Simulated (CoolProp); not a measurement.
Dodecamethylcyclohexasiloxane (D6) along the isotherm 620 K: density (kg/m³) from the reference equation and from simpler models built on Tc = 645.8 K, pc = 9.614 bar, ω = 0.736; each cubic takes its own stable root.

Model: reference Helmholtz-energy equation of state, Colonna 2008, in CoolProp. It is a short technical equation, of lower accuracy than the large ones.

| p (bar) | phase | reference |
|---|---|---|
| 1.72 | gas | 16.30 |
| 3.43 | gas | 36.39 |
| 5.15 | gas | 63.51 |
| 6.87 | liquid | 498.2 |
| 8.58 | liquid | 511.5 |
| 10.3 | liquid | 522.3 |
| 12 | liquid | 531.3 |
| 13.7 | liquid | 539.2 |
| 15.5 | liquid | 546.6 |
| 17.2 | liquid | 552.9 |
| 18.9 | liquid | 558.8 |
| 20.6 | liquid | 564.2 |
| 22.3 | liquid | 569.2 |
| 24 | liquid | 573.9 |

### Question
How far does each simpler model (van der Waals, Redlich-Kwong, Soave-Redlich-Kwong, Peng-Robinson) lie from the reference over these 14 states: mean and median of the absolute difference, and the worst?

### Answer
- van der Waals: mean 30.4 %, median 30.7 %, worst -82.4 % at 620 K and 6.87 bar
- Redlich-Kwong: mean 16.4 %, median 11.8 %, worst -80.9 % at 620 K and 6.87 bar
- Soave-Redlich-Kwong: mean 7.8 %, median 7.8 %, worst -13.6 % at 620 K and 6.87 bar
- Peng-Robinson: mean 2.3 %, median 2.2 %, worst +4.6 % at 620 K and 24 bar

At some of these states van der Waals, Redlich-Kwong gives the other phase, because its saturation line lies elsewhere.
